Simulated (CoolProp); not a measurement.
Model: reference Helmholtz-energy equation of state, Lemmon 2006, in CoolProp. It is a short technical equation, of lower accuracy than the large ones.

Problem. For R142b, give the phase and the cv (kJ/(kg K)) at 230.3 K and 0.0102 MPa; 241.4 K and 4.01 MPa.

Solution. 
- 230.3 K and 0.0102 MPa: gas; cv 0.624
- 241.4 K and 4.01 MPa: liquid; cv 0.798
